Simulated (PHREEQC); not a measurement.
Solution (25 °C): 0.012 mol H2S and 0.1 mol NaCl per kg of water. Closed to the air; pH follows from the charge balance.

Equilibrium calculation in PHREEQC: ion-association model, phreeqc.dat.

| quantity | before | after |
|---|---|---|
| pH | 4.41 | 4.57 |
| HS- (mol/kgw) | 4.72e-5 | 3.16e-5 |

Q: Name the change that produced these shifts.
A) 0.026 mol/kgw Na2SO4 added
B) NaCl from 0.1 to 1 mol/kgw
C) H2S replaced by NaHS at the same molality
D) NaCl left out
E) diluted 2-fold with water

A: E, diluted 2-fold with water

Precipitation was switched off in this run.
